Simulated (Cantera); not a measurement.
What does this Cantera script print?

```python
import numpy as np
import cantera as ct

surf = ct.Interface("diamond.yaml", "diamond_100")
gas, bulk = surf.adjacent["gas"], surf.adjacent["diamond"]
k = surf.kinetics_species_index(bulk.species_names[0])
cover = ["c6HH", "c6H*", "c6*H", "c6**", "c6HM", "c6B"]

rows, drift = [], 0.0
print(f"{'xH':>10s}{'um/h':>11s}" + "".join(f"{s:>11s}" for s in cover))
for v in [0.0001, 0.00024, 0.00058, 0.0014, 0.0034, 0.0081, 0.02, 0.047, 0.11]:
    T, P, xH, xCH3 = 1348, 19000, v, 0.00021
    gas.TPX = T, P, {"H": xH, "CH3": xCH3, "CH4": 0.0038, "H2": 1 - xH - xCH3 - 0.0038}
    surf.TP = bulk.TP = T, P
    surf.coverages = "c6H*:0.1, c6HH:0.9"
    surf.advance_coverages(100.0)
    before = surf.coverages
    surf.advance_coverages(100.0)
    drift = max(drift, np.max(np.abs(surf.coverages - before) / (surf.coverages + 1e-9)))
    rate = surf.net_production_rates[k] * bulk.mean_molecular_weight / bulk.density * 3.6e9
    rows.append([rate, *surf[cover].coverages])
    print(f"{v:10.4g}{rate:11.4e}" + "".join(f"{x:11.3e}" for x in rows[-1][1:]))
```

Output:

```
        xH       um/h       c6HH       c6H*       c6*H       c6**       c6HM        c6B
    0.0001 2.4277e-01  6.861e-01  2.835e-02  2.805e-01  3.513e-03  2.605e-04  6.588e-10
   0.00024 1.0525e+00  5.521e-01  3.995e-02  3.951e-01  1.008e-02  3.943e-04  2.856e-09
   0.00058 2.9681e+00  4.535e-01  4.790e-02  4.736e-01  2.166e-02  5.315e-04  8.054e-09
    0.0014 5.9541e+00  3.975e-01  5.187e-02  5.126e-01  3.512e-02  6.448e-04  1.616e-08
    0.0034 9.9821e+00  3.698e-01  5.357e-02  5.285e-01  4.581e-02  7.004e-04  2.709e-08
    0.0081 1.5850e+01  3.575e-01  5.436e-02  5.344e-01  5.200e-02  6.763e-04  4.301e-08
      0.02 2.5468e+01  3.520e-01  5.507e-02  5.364e-01  5.527e-02  5.631e-04  6.911e-08
     0.047 3.7395e+01  3.498e-01  5.620e-02  5.363e-01  5.695e-02  3.979e-04  1.015e-07
      0.11 4.8960e+01  3.486e-01  5.857e-02  5.340e-01  5.835e-02  2.361e-04  1.329e-07
```

Detailed kinetics in Cantera: the Harris–Goodwin 1993 mechanism for the reconstructed diamond (100) surface.
